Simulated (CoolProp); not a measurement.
A simple Rankine cycle with water: condensing at 309.15 K, boiler at 11.2 MPa, turbine inlet 607.8 K, turbine efficiency 0.7, pump efficiency 0.8, no recuperator. Each further row changes one setting.

The numbers come from the reference Helmholtz-energy equation of state, Wagner 2002 in CoolProp.

```tsv
case	thermal efficiency (%)	net work (kJ/kg)	heat in (kJ/kg)	turbine exit temperature (K)	volume ratio over the turbine
as stated	27.3	719	2640	309.2	1080
turbine inlet 627.8 K	27.5	753	?	309.2	1010
condensing temperature 301.15 K	?	748	2670	301.2	1650
boiler pressure 7.84 MPa	26.7	743	2780	309.2	691
turbine efficiency 0.6	?	614	2640	309.2	1140
```

Problem. What belongs in the gaps?

Solution. 
- turbine inlet 627.8 K, heat in (kJ/kg): 2740
- condensing temperature 301.15 K, thermal efficiency (%): 28.0
- turbine efficiency 0.6, thermal efficiency (%): 23.3

The expansion ends wet for: as stated; turbine inlet 627.8 K; condensing temperature 301.15 K; boiler pressure 7.84 MPa; turbine efficiency 0.6.
